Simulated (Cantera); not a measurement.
What does this Cantera script print?

```python
import numpy as np
import cantera as ct

gas = ct.Solution("gri30.yaml")
gas.TPX = 325, 500000, {'C3H8': 1, 'O2': 5.1, 'N2': 19.2}
flame = ct.FreeFlame(gas, width=0.013)
flame.set_refine_criteria(ratio=3, slope=0.08, curve=0.16)
flame.transport_model = "mixture-averaged"
flame.solve(loglevel=0, auto=True)
z, T = flame.grid, flame.T
thick = (T[-1] - T[0]) / np.gradient(T, z).max()
show = ['C3H8', 'O2', 'H2', 'HO2', 'CH2CO', 'CH3']
print(f"laminar burning velocity  {flame.velocity[0] * 100:.3f} cm/s")
print(f"burnt temperature         {T[-1]:.1f} K")
print(f"thermal thickness         {thick * 1e3:.4f} mm")
print(f"grid points               {len(z)}")
z0 = z[flame.heat_release_rate.argmax()]
print(f"{'z/mm':>9s}{'T/K':>9s}{'u/(m/s)':>9s}" + "".join(f"{s:>11s}" for s in show))
rows = []
for k in (-3, -2, -1.5, -1, -0.5, -0.25, 0, 0.25, 0.5, 1, 2, 4, 8):
    zz = z0 + k * thick
    rows.append([k * thick, np.interp(zz, z, T), np.interp(zz, z, flame.velocity),
                 *(np.interp(zz, z, flame.X[gas.species_index(s)]) for s in show)])
    print(f"{rows[-1][0] * 1e3:9.3f}{rows[-1][1]:9.1f}{rows[-1][2]:9.3f}" + "".join(f"{x:11.3e}" for x in rows[-1][3:]))
```

It prints:

```
laminar burning velocity  34.732 cm/s
burnt temperature         2313.8 K
thermal thickness         0.0965 mm
grid points               137
     z/mm      T/K  u/(m/s)       C3H8         O2         H2        HO2      CH2CO        CH3
   -0.290    325.2    0.348  3.951e-02  2.015e-01  5.230e-04  3.175e-08  6.235e-09  3.101e-12
   -0.193    326.9    0.350  3.947e-02  2.011e-01  1.647e-03  3.879e-07  1.270e-07  3.435e-11
   -0.145    333.7    0.358  3.940e-02  2.003e-01  3.027e-03  1.901e-06  9.296e-07  2.412e-10
   -0.097    392.2    0.423  3.896e-02  1.946e-01  5.984e-03  1.942e-05  1.634e-05  1.303e-08
   -0.048    819.3    0.906  2.999e-02  1.532e-01  1.070e-02  2.136e-04  3.374e-04  4.461e-05
   -0.024   1270.0    1.441  1.249e-02  1.072e-01  1.296e-02  3.362e-04  1.006e-03  7.477e-04
    0.000   1711.3    1.974  3.661e-04  5.846e-02  1.261e-02  2.065e-04  1.087e-03  8.488e-04
    0.024   1911.3    2.197  1.134e-07  3.310e-02  9.068e-03  3.942e-05  1.336e-04  7.859e-05
    0.048   1994.7    2.279  4.286e-12  2.405e-02  7.435e-03  2.097e-05  5.228e-06  3.359e-06
    0.097   2088.0    2.368  1.606e-18  1.789e-02  6.498e-03  1.204e-05  1.188e-08  9.497e-09
    0.193   2176.0    2.455  1.907e-27  1.356e-02  5.113e-03  6.277e-06  6.851e-13  7.981e-13
    0.386   2242.0    2.519  1.474e-37  1.032e-02  3.667e-03  3.200e-06  2.871e-17  1.482e-15
    0.772   2284.2    2.560 -2.005e-43  8.065e-03  2.652e-03  1.820e-06  1.204e-18  2.700e-16
```

Model: GRI-Mech 3.0 (53 species, 325 reactions), integrated in Cantera. GRI-Mech 3.0 was tuned for natural gas; its chemistry of propane as a main component is partial and can be far from experiment. Burning velocities carry a grid error of a few per cent, more on coarse grids.
